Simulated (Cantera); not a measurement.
A perfectly stirred reactor is fed with CO : O2 : H2O : N2 = 0.0049 : 0.017 : 0.002 : 1 (molar parts), equivalence ratio 0.14, at 1.01 bar; it is held at 1348 K, and followed from long to short residence time.

Model: GRI-Mech 3.0 (53 species, 325 reactions), integrated in Cantera.

### Question
What does this change do: pressure from 1.01 bar to 5.70 bar?

### Answer
| quantity | before | after |
|---|---|---|
| x(CO) at τ = 1.80 s | 5.81e-5 | 3.44e-5 |
| x(O2) at τ = 1.80 s | 0.0143 | 0.0143 |
| x(H2O) at τ = 1.80 s | 0.00195 | 0.00196 |
| x(CO2) at τ = 1.80 s | 0.00474 | 0.00476 |
| x(HO2) at τ = 1.80 s | 2.26e-7 | 1.82e-7 |
| x(CO) at τ = 38.0 ms | 0.000734 | 0.000570 |
| x(O2) at τ = 38.0 ms | 0.0145 | 0.0145 |
| x(H2O) at τ = 38.0 ms | 0.00192 | 0.00195 |
| x(CO2) at τ = 38.0 ms | 0.00406 | 0.00423 |
| x(HO2) at τ = 38.0 ms | 1.20e-6 | 1.83e-6 |

### Question
What does this change do: pressure from 1.01 bar to 3.80 bar?

### Answer
```tsv
quantity	before	after
x(CO) at τ = 1.80 s	5.81e-5	3.82e-5
x(O2) at τ = 1.80 s	0.0143	0.0143
x(H2O) at τ = 1.80 s	0.00195	0.00195
x(CO2) at τ = 1.80 s	0.00474	0.00476
x(HO2) at τ = 1.80 s	2.26e-7	1.93e-7
x(CO) at τ = 38.0 ms	0.000734	0.000572
x(O2) at τ = 38.0 ms	0.0145	0.0145
x(H2O) at τ = 38.0 ms	0.00192	0.00195
x(CO2) at τ = 38.0 ms	0.00406	0.00422
x(HO2) at τ = 38.0 ms	1.20e-6	1.68e-6
```
